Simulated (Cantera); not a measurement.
**Ignition delay**

Mixture: 8.90 % CH4, 0.979 % CO, 13.1 % O2, 77.0 % N2, equivalence ratio 1.4, at 760 Torr, adiabatic and at constant pressure. Ignition delay is the time to a rise of 400 K.

Computed with Cantera and GRI-Mech 3.0 (53 species, 325 reactions).

| T0 (K) | delay (ms) |
|---|---|
| 1000 | 2480 |
| 1050 | 1010 |
| 1100 | 436 |
| 1150 | 197 |
| 1200 | 92.6 |
| 1250 | 45.2 |

| Item | Value |
|---|---|
| apparent activation energy between 1150 and 1250 K | 180 kJ/mol |
